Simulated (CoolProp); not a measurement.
Vapour-liquid equilibrium of carbon dioxide (1) + R124 (2) at -49.75 °C; x and y are mole fractions of (1).

The numbers come from the multi-fluid Helmholtz-energy mixture model, Span 1996 and de Vries 1995; pair parameters Bell 2016 in CoolProp.

```tsv
x	bubble pressure, mixture model (MPa)	bubble pressure, Raoult's law (MPa)	y, mixture model	y, Raoult's law
0.05	0.05143	0.04876	0.717	0.707
0.2	0.1483	0.1499	0.912	0.920
0.35	0.2379	0.2510	0.953	0.961
0.5	0.3296	0.3522	0.972	0.979
0.65	0.4286	0.4533	0.984	0.988
0.8	0.5367	0.5544	0.993	0.995
0.95	0.6512	0.6556	0.998	0.999
```

The largest gap from Raoult's law is -6.4 % in bubble pressure, at x = 0.5. No azeotrope shows between x = 0.05 and 0.95.

Pair parameters are fitted to limited data, so mixtures are less certain than the pure fluids. The gap from Raoult's law changes sign with composition, which may be real or a fault of the pair parameters; it wasn't checked against measurements.
